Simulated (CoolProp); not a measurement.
The fluid at 293.15 K and 0.107 MPa is compressed adiabatically to 0.542 MPa with isentropic efficiency 0.85. The same conditions are run with several fluids, on thermodynamics alone (safety and materials aside).

Values from CoolProp's reference Helmholtz-energy equation of state of each fluid (isobutene: Lemmon 2005; dimethyl ether: Wu 2011; R152A: Outcalt 1996; propane: Lemmon 2009; hydrogen sulfide: Lemmon 2006).

```csv
fluid,work (kJ/kg),final temperature (K),final density (kg/m³)
isobutene,?,350.1,11.5
dimethyl ether,108,368.5,8.57
R152A,74.9,366.9,?
propane,112,?,8.40
hydrogen sulfide,?,455.3,4.93
```

### Question
Fill in the missing entries.

### Answer

- isobutene, work (kJ/kg): 84.6
- R152A, final density (kg/m³): 12.4
- propane, final temperature (K): 359.9
- hydrogen sulfide, work (kJ/kg): 165
